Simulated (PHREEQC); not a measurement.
Metal-bearing waste water (model solution)

Consider water at 25 °C with 26 mmol/kgw MnSO4, 68 mmol/kgw MgSO4, 0.064 mmol/kgw NaF and 0.082 mmol/kgw Na2SO4. Closed to the air; pH follows from the charge balance.

All values are PHREEQC results (ion-association model, phreeqc.dat), not measurements.

The pH comes out as 6.56. The ionic strength is 0.188 mol/kgw. The specific conductance is 7850 µS/cm and the density comes out as 1.009 g/cm³.

```
species  molality  activity   log γ
-------  --------  --------  ------
SO4-2      0.0469    0.0140  -0.524
MgSO4      0.0356    0.0372   0.019
Mg+2       0.0324    0.0113  -0.458
Mn+2       0.0145   0.00482  -0.477
MnSO4      0.0115    0.0120   0.019
Na+      0.000213  0.000160  -0.124
```

Precipitation was switched off in this run.
